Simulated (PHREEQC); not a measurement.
Synthetic water in mg/L, 60 °C, pH 6.07, pe -0.8:

```tsv
constituent	mg/L
Na	4.34
K	0.0266
Ca	5.07
Mg	1.46
Cl	4.79
S(6) as SO4	2.54
Alkalinity as HCO3	22.9
Si as SiO2	0.0554
Sr	0.916
Fe(2)	0.0637
Br	0.701
N(-3) as NH4	0.179
```

Valence states are taken as typed.

Computed with PHREEQC (ion-association model, wateq4f.dat).

```csv
quantity,before,after
CaHCO3+ (mol/kgw),6.93e-7,2.59e-6
CaSO4 (mol/kgw),6.40e-7,2.19e-6
SI of Siderite (FeCO3),-2.45,-1.90
SI of Quartz (SiO2),-2.52,-2.21
```

Q: Which change was made?
A) all concentrations times 2 at the same typed pH
B) pH from 6.07 to 5.57 at the same alkalinity
C) Br from 0.701 to 0.35 mg/L

A: A, all concentrations times 2 at the same typed pH

Precipitation was switched off in this run. At this temperature some constants are extrapolated from 25 °C, and those without enthalpy data are left unchanged.
